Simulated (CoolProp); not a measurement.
Model: reference Helmholtz-energy equation of state, Marx 1992, in CoolProp.

Question: For R113, give the phase and the cp (kJ/(kg K)), cv (kJ/(kg K)), isothermal compressibility (1/MPa), expansivity (1/kK) at 226.85 °C and 52.2 bar.

Answer: 
- 226.85 °C and 52.2 bar: supercritical; cp 1.52, cv 0.839, isothermal compressibility 0.102, expansivity 11.0
